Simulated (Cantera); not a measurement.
Standard-state values (1 bar) from the NASA 1993 polynomials, evaluated with Cantera. Values are per mole of reaction as written; species without (g) are pure solids or liquids, kept so even where they would boil at 1 bar.

2 Ti + O₂(g) = 2 TiO(g), with ΔH° = 108.8 kJ and ΔS° = 200.3 J/K at 300 K.

How far is the shortcut ΔG° ≈ ΔH°(300 K) − T·ΔS°(300 K) from the full temperature-dependent value at 673, 698, 723, 748, 773, 798, 823, 848, 873, 898 K?


| T (K) | shortcut (kJ) | full (kJ) | difference (kJ) | difference in log10 K |
|---|---|---|---|---|
| 673 | -26.0 | -23.4 | -2.6 | 0.20 |
| 698 | -31.0 | -28.1 | -2.9 | 0.22 |
| 723 | -36.0 | -32.8 | -3.3 | 0.24 |
| 748 | -41.0 | -37.4 | -3.6 | 0.25 |
| 773 | -46.0 | -42.1 | -4.0 | 0.27 |
| 798 | -51.0 | -46.7 | -4.4 | 0.29 |
| 823 | -56.1 | -51.3 | -4.8 | 0.30 |
| 848 | -61.1 | -55.9 | -5.2 | 0.32 |
| 873 | -66.1 | -60.5 | -5.6 | 0.34 |
| 898 | -71.1 | -65.0 | -6.1 | 0.35 |
The shortcut ignores the heat-capacity change of the reaction.
